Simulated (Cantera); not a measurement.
**Reactions in the system F-H-S**

Standard-state values (1 bar) from the NASA 1993 polynomials, evaluated with Cantera. Values are per mole of reaction as written; species without (g) are pure solids or liquids, kept so even where they would boil at 1 bar.

4 HF(g) + S₂(g) → 2 F₂(g) + 2 H₂S(g)

```json
[
 {"T (K)": "300", "ΔH° (kJ)": "920.8", "ΔS° (J/K)": "-106.4", "ΔG° (kJ)": "952.7", "log10 K": "-165.88"},
 {"T (K)": "1298", "ΔH° (kJ)": "921.3", "ΔS° (J/K)": "-111.2", "ΔG° (kJ)": "1065.6", "log10 K": "-42.88"},
 {"T (K)": "1448", "ΔH° (kJ)": "923.0", "ΔS° (J/K)": "-110.0", "ΔG° (kJ)": "1082.2", "log10 K": "-39.04"},
 {"T (K)": "1598", "ΔH° (kJ)": "924.7", "ΔS° (J/K)": "-108.8", "ΔG° (kJ)": "1098.6", "log10 K": "-35.91"},
 {"T (K)": "1748", "ΔH° (kJ)": "926.5", "ΔS° (J/K)": "-107.8", "ΔG° (kJ)": "1114.9", "log10 K": "-33.31"},
 {"T (K)": "1898", "ΔH° (kJ)": "928.3", "ΔS° (J/K)": "-106.8", "ΔG° (kJ)": "1131.0", "log10 K": "-31.12"},
 {"T (K)": "2048", "ΔH° (kJ)": "930.0", "ΔS° (J/K)": "-105.9", "ΔG° (kJ)": "1146.9", "log10 K": "-29.25"}
]
```

3 F₂(g) + H₂S(g) → 2 HF(g) + SF₄(g)

| T (K) | ΔH° (kJ) | ΔS° (J/K) | ΔG° (kJ) | log10 K |
|---|---|---|---|---|
| 300 | -1287.8 | -166.9 | -1237.7 | 215.50 |
| 1298 | -1279.0 | -152.9 | -1080.5 | 43.48 |
| 1448 | -1278.3 | -152.4 | -1057.6 | 38.15 |
| 1598 | -1277.7 | -152.0 | -1034.8 | 33.82 |
| 1748 | -1277.1 | -151.7 | -1012.0 | 30.24 |
| 1898 | -1276.6 | -151.4 | -989.3 | 27.22 |
| 2048 | -1276.1 | -151.1 | -966.6 | 24.65 |
